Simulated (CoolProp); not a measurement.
Vapour-liquid equilibrium of carbon dioxide (1) + hydrogen sulfide (2) at 12.2 bar; x and y are mole fractions of (1).

Model: multi-fluid Helmholtz-energy mixture model, Span 1996 and Lemmon 2006; pair parameters Kunz 2012, in CoolProp.

Problem. Give the bubble temperature and the first vapour's composition at x = 0.15, 0.55, 0.65. Is there an azeotrope?

Solution. x = 0.15: -13.6 °C, y = 0.486; x = 0.55: -29.1 °C, y = 0.782; x = 0.65: -30.7 °C, y = 0.818. No azeotrope shows between x = 0.05 and 0.95.

The pair parameters rest on a limited set of measurements; away from them the model extrapolates.
